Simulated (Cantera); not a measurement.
## Thermodynamics of silicon nitride deposition, feed Si2Cl6 + NH3 + H2

A closed system holds: 1 mol Si2Cl6, 0.21 mol NH3, 2.4 mol H2, at 577 °C and 2.48 Torr.

Equilibrium computed with Cantera from the NASA thermochemical tables; the gas is ideal and each condensed phase is pure. Candidate condensed phases: NH4Cl, Si, Si3N4; 28 gas species. The feed counts by its element totals alone. The tables' values for SiCl3 are old estimates; treat these amounts as uncertain. The numbers say what is thermodynamically allowed, not how fast it happens.

| Quantity | Result |
|---|---|
| x(H2) | 0.626 |
| x(SiCl4) | 0.332 |
| x(SiHCl3) | 0.0287 |
| x(HCl) | 0.0120 |
| x(SiCl3) | 0.00113 |
| x(SiCl2) | 0.000274 |
| x(SiH2Cl2) | 0.000219 |
| n(Si(s)) | 0.323 mol |
| n(Si3N4(s)) | 0.0525 mol |
| gas amount | 4.199 mol |
